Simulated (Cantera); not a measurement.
A perfectly stirred reactor is fed with CO : O₂ : H₂O : N₂ = 0.0012 : 0.063 : 0.0023 : 1 (molar parts), at 203 Torr; it is held at 1248 K, and followed from long to short residence time.

Detailed kinetics in Cantera: GRI-Mech 3.0 (53 species, 325 reactions).

One state of this run: x CO = 0.000515; x O₂ = 0.0587; x H₂O = 0.00213; x H₂ = 2.30e-6; x CO₂ = 0.000611; x HO₂ = 6.98e-7; x NO = 8.28e-9. x: mole fraction; the columns are a selection and need not sum to one.

Q: Which value of τ (s) does it belong to?
(A) 0.0067
(B) 0.18
(C) 0.012
(D) 0.035

A: D, 0.035
